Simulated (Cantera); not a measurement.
Cantera run, input and output.

```python
import numpy as np
import cantera as ct

gas = ct.Solution("gri30.yaml")
gas.TPX = 950, 1000000, {'CH4': 1, 'CO': 0.71, 'O2': 2.14, 'N2': 8.05}
reactor = ct.IdealGasConstPressureReactor(gas, energy="on", clone=False)
net = ct.ReactorNet([reactor])
net.rtol, net.atol = 1e-08, 1e-16
show = ['CH4', 'CO', 'O2', 'CH3', 'H2O', 'N2O']
times = np.geomspace(2e-06, 2, 10)

steps = ct.SolutionArray(gas, extra=["t"])
rows = []
print(f"{'t/s':>10s}{'T/K':>9s}{'P/Pa':>11s}" + "".join(f"{s:>11s}" for s in show))
for t in times:
    while net.time < t:
        t_next = net.step()
        steps.append(gas.state, t=t_next)
    rows.append([np.interp(t, steps.t, y) for y in (steps.T, steps.P, *steps(*show).X.T)])
    print(f"{t:10.3e}{rows[-1][0]:9.1f}{rows[-1][1]:11.4g}" + "".join(f"{x:11.3e}" for x in rows[-1][2:]))
rate = np.gradient(steps.T, steps.t)
print("integrator steps:", len(steps.t))
if steps.T.max() > steps.T[0] + 200:
    print(f"time of steepest temperature rise: {steps.t[rate.argmax()]:.4e} s")
gas.TPX = 950, 1000000, {'CH4': 1, 'CO': 0.71, 'O2': 2.14, 'N2': 8.05}
gas.equilibrate("HP")
print(f"equilibrium (HP): T = {gas.T:.1f} K  " + "  ".join(f"{s} {gas[s].X[0]:.3e}" for s in show))
```

It prints:

```
       t/s      T/K       P/Pa        CH4         CO         O2        CH3        H2O        N2O
 2.000e-06    950.0      1e+06  8.403e-02  5.966e-02  1.798e-01  1.420e-10  4.944e-11  7.183e-17
 9.283e-06    950.0      1e+06  8.403e-02  5.966e-02  1.798e-01  7.402e-10  2.760e-10  3.798e-16
 4.309e-05    950.0      1e+06  8.403e-02  5.966e-02  1.798e-01  3.571e-09  1.441e-09  1.823e-15
 2.000e-04    950.0      1e+06  8.403e-02  5.966e-02  1.798e-01  1.760e-08  9.163e-09  8.782e-15
 9.283e-04    950.0      1e+06  8.403e-02  5.966e-02  1.798e-01  8.668e-08  8.941e-08  4.581e-14
 4.309e-03    950.0      1e+06  8.403e-02  5.966e-02  1.798e-01  2.077e-07  1.019e-06  2.740e-13
 2.000e-02    950.1      1e+06  8.403e-02  5.966e-02  1.798e-01  2.288e-07  6.720e-06  1.467e-12
 9.283e-02    950.5      1e+06  8.399e-02  5.965e-02  1.798e-01  2.868e-07  4.270e-05  7.950e-12
 4.309e-01    956.7      1e+06  8.348e-02  5.948e-02  1.792e-01  6.245e-07  5.870e-04  7.404e-11
 2.000e+00   2659.2      1e+06  3.723e-14  4.155e-02  4.060e-03  1.017e-13  1.550e-01  6.303e-07
integrator steps: 3022
time of steepest temperature rise: 6.9109e-01 s
equilibrium (HP): T = 2659.2 K  CH4 4.505e-14  CO 4.155e-02  O2 4.060e-03  CH3 1.230e-13  H2O 1.550e-01  N2O 6.303e-07
```

Detailed kinetics in Cantera: GRI-Mech 3.0 (53 species, 325 reactions). Below about 1000 K GRI-Mech 3.0 lacks low-temperature oxidation paths.
